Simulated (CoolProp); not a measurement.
A single-stage vapour-compression cycle with R13: evaporating at 242.15 K (dew point), condensing at 276.15 K (bubble point), superheat 8 K, subcooling 5 K, compressor efficiency 0.65, no pressure losses. Each further row changes one setting.

Model: reference Helmholtz-energy equation of state, Platzer 1990, in CoolProp. This equation is an older, rougher fit; its heat capacities, sound speeds and derivatives of the liquid may be far off and weren't checked against measurements.

```
case                              cooling COP  pressure ratio  discharge temperature (K)  refrigerating effect (kJ/kg)  volumetric capacity (kJ/m³)
--------------------------------  -----------  --------------  -------------------------  ----------------------------  ---------------------------
as stated                                3.63            2.61                      304.2                          92.9                         4480
evaporating temperature 247.15 K         4.45            2.23                        [?]                           [?]                         5330
condensing temperature 271.15 K           [?]            2.30                        [?]                          98.8                         4760
subcooling 10 K                          3.87            2.61                      304.2                          98.9                         4770
superheat 18 K                           3.65            2.61                        [?]                          99.9                          [?]
compressor efficiency 0.55               3.07            2.61                        [?]                          92.9                         4480
```

Problem. Complete the blanks.

Solution. 
- evaporating temperature 247.15 K, discharge temperature (K): 300.8
- evaporating temperature 247.15 K, refrigerating effect (kJ/kg): 94.4
- condensing temperature 271.15 K, cooling COP: 4.46
- condensing temperature 271.15 K, discharge temperature (K): 296.8
- superheat 18 K, discharge temperature (K): 314.9
- superheat 18 K, volumetric capacity (kJ/m³): 4510
- compressor efficiency 0.55, discharge temperature (K): 309.8
